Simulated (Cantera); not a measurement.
**Low-pressure radical oxidation in H2/O2**

An isothermal, constant-pressure homogeneous reactor starts with 0.725 % H2, 99.3 % O2, at 900 K and 10.00 Torr.

Cantera simulation using GRI-Mech 3.0 (53 species, 325 reactions); the numbers are that mechanism's predictions, not measurements. Radical loss at walls, strong at low pressure, is not modelled. Below about 950 K walls govern HO2 and H2O2 in real vessels.

```
t (s)         x H2   x O2       x H       x O     x H2O      x OH    x H2O2
--------  --------  -----  --------  --------  --------  --------  --------
0.000200   0.00725  0.993    <1e-12    <1e-12    <1e-12    <1e-12    <1e-12
0.000632   0.00725  0.993  1.03e-12  1.35e-12    <1e-12  1.11e-12    <1e-12
0.00200    0.00725  0.993  2.63e-12  9.07e-12  5.44e-12  5.55e-12    <1e-12
0.00632    0.00725  0.993  2.05e-11  1.18e-10  1.23e-10  5.48e-11    <1e-12
0.0200     0.00725  0.993   7.84e-9   4.84e-8   5.88e-8   2.15e-8    <1e-12
0.0632    0.000903  0.990  0.000492   0.00205   0.00592  0.000375   1.01e-7
0.200      2.12e-5  0.992   1.07e-5  0.000363   0.00722   4.79e-5   1.47e-8
0.632      2.07e-6  0.993   5.58e-7   5.60e-5   0.00726   1.63e-5   8.78e-9
2.00       2.48e-7  0.993   2.55e-8   7.10e-6   0.00727   5.86e-6   5.13e-9
6.32       2.72e-8  0.993   1.26e-9   9.43e-7   0.00727   2.19e-6   2.21e-9
20.0       2.39e-9  0.993  8.76e-11   1.58e-7   0.00727   9.05e-7  7.57e-10
63.2      2.35e-10  0.993  8.65e-12   3.38e-8   0.00727   4.18e-7  2.39e-10
200       4.38e-11  0.993  1.09e-12   8.54e-9   0.00727   2.09e-7  7.57e-11
```
x: mole fraction; the columns are a selection and need not sum to one.

Equilibrium at this temperature and pressure: H2 <1e-12, O2 0.993, H <1e-12, O 4.68e-11, H2O 0.00727, OH 1.54e-8, H2O2 <1e-12 (gas phase only).
